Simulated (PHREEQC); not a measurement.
Solution (25 °C): 0.0019 mol FeCl3, 7.8e-05 mol MgSO4 and 0.00014 mol NaCl per kg of water. Closed to the air; pH follows from the charge balance.

The numbers come from PHREEQC with the ion-association model, phreeqc.dat.

```csv
quantity,before,after
pH,2.83,4.26
ionic strength (mol/kgw),0.00872,0.00657
FeOH+2 (mol/kgw),0.00110,0.000328
Fe+3 (mol/kgw),0.000375,3.97e-6
Fe(OH)2+ (mol/kgw),0.000183,0.00154
Fe2(OH)2+4 (mol/kgw),7.16e-5,5.84e-6
SI of Goethite (FeOOH),+5.72,+8.08
SI of Halite (NaCl),-7.74,-6.33
```

Question: Name the change that produced these shifts.
A) FeCl3 from 0.0019 to 0.0038 mol/kgw
B) temperature from 25 to 65 °C
C) temperature from 25 to 60 °C
D) MgSO4 from 7.8e-05 to 0.000156 mol/kgw
E) 0.0017 mol/kgw Na2CO3 added

Answer: E, 0.0017 mol/kgw Na2CO3 added

This is a speciation only: nothing precipitates in the calculation. Some of these states are supersaturated (in Hematite (slow to form), Goethite (slow to form), Fe(OH)3(a), for instance).
